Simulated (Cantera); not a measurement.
Feed: 1 mol BN, 2.6 mol Cl2, held at 1373 K and 0.560 bar.

Equilibrium computed with Cantera from the NASA thermochemical tables; the gas is ideal and each condensed phase is pure. Candidate condensed phases: B, BN; 10 gas species. Kinetics and transport are ignored.

Base state: Cl2 0.409, BCl3 0.381, N2 0.190, Cl 0.0197 (mole fractions); condensed: gas only.

### Question
What changes in the equilibrium state with this change: temperature from 1373 K to 1298.15 K?

### Answer
```json
[
 {"species": "Cl2", "before": "0.409", "after": "0.416"},
 {"species": "BCl3", "before": "0.381", "after": "0.383"},
 {"species": "N2", "before": "0.190", "after": "0.191"},
 {"species": "Cl", "before": "0.0197", "after": "0.0105"}
]
```
